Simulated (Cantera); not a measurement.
Oxide etching and cleaning by halides: B2O3 + F2 + H2

Feed: 1 mol B2O3, 12 mol F2, 12 mol H2, at 7.00e-5 bar.

Method: chemical equilibrium by Gibbs-energy minimisation in Cantera with the NASA 1993 tables (ideal gas, pure condensed phases). Candidate condensed phases: B, B2O3, B3O3H3, H2O; 43 gas species. Equilibrium is a limit: real reactors are often held back by kinetics, nucleation or transport.

```tsv
T (K)	x HF	x H2O	x BF3	x BOF
825	0.783	0.130	0.0869	6.21e-6
875	0.783	0.130	0.0869	4.37e-5
925	0.783	0.130	0.0866	0.000248
975	0.784	0.129	0.0855	0.00115
1025	0.789	0.125	0.0818	0.00433
1075	0.799	0.115	0.0727	0.0124
1125	0.816	0.0991	0.0576	0.0260
1175	0.836	0.0811	0.0406	0.0415
1225	0.852	0.0657	0.0259	0.0549
1275	0.864	0.0546	0.0153	0.0647
1325	0.872	0.0476	0.00853	0.0709
1375	0.876	0.0434	0.00459	0.0746
```
x: gas mole fraction; nothing condenses.

From 825 K to 1375 K nothing is condensed. The main B-bearing gas is BF3 at 825 K and BOF at 1375 K.
